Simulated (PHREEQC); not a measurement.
PHREEQC input (ion-association model, phreeqc.dat):

```
SOLUTION 1
  temp 25
  units mol/kgw
  pH 7 charge
  Cl 0.404
  Ca 0.16
  K 0.084
END
SELECTED_OUTPUT 1
  -reset false
  -pH true
  -pe true
  -ionic_strength true
  -water true
  -totals Ca Cl K Oxg
  -molalities H+ Ca+2 K+ Cl- OH- CaOH+
  -saturation_indices Sylvite
USER_PUNCH 1
  -headings p_Oxg(g) phi_Oxg(g) p_H2O(g) phi_H2O(g) density
  10 PUNCH PR_P("Oxg(g)"), PR_PHI("Oxg(g)"), PR_P("H2O(g)"), PR_PHI("H2O(g)"), RHO
PRINT
  -reset false
USE solution 1
REACTION_TEMPERATURE 1
  20
GAS_PHASE 1
  -fixed_pressure
  -pressure 200
  -temperature 20
  -volume 20
  Oxg(g) 200
  H2O(g) 0
END
# ... the last block is repeated for the other 7 points of T (°C)
```

Selected output (columns that matter, 8 of 8 rows; T (°C) added in front):

```
T (°C)	pH	mu	Ca	Cl	K	Oxg	m_H+	m_Ca+2	si_Sylvite	p_Oxg(g)	phi_Oxg(g)	p_H2O(g)	phi_H2O(g)	density
20	6.8859	0.56516	0.16033	0.40483	0.084173	0.16647	1.7028e-07	0.16033	-2.7567	199.87	0.86759	0.12622	0.21059	1.0256
30	6.7775	0.56572	0.16049	0.40523	0.084257	0.14422	2.1936e-07	0.16049	-2.8089	199.8	0.88584	0.19618	0.24376	1.0225
40	6.6577	0.56651	0.16071	0.4058	0.084373	0.12886	2.9027e-07	0.16071	-2.8591	199.7	0.90215	0.29804	0.27693	1.0187
50	6.5369	0.56758	0.16101	0.40656	0.084533	0.11828	3.8505e-07	0.16101	-2.9072	199.56	0.91674	0.44299	0.3097	1.0144
60	6.4211	0.56902	0.16142	0.40759	0.084747	0.11113	5.0518e-07	0.16142	-2.9533	199.36	0.92982	0.64492	0.3417	1.0096
70	6.3128	0.57092	0.16196	0.40896	0.085031	0.10657	6.5175e-07	0.16196	-2.9972	199.08	0.94156	0.92068	0.37267	1.0043
80	6.2127	0.57341	0.16267	0.41074	0.085401	0.10404	8.2536e-07	0.16267	-3.0391	198.71	0.95212	1.2903	0.40235	0.99861
90	6.1209	0.57662	0.16358	0.41304	0.085879	0.10319	1.0259e-06	0.16358	-3.0789	198.22	0.96163	1.7774	0.43054	0.99251
```

At this temperature some constants are extrapolated from 25 °C, and those without enthalpy data are left unchanged.
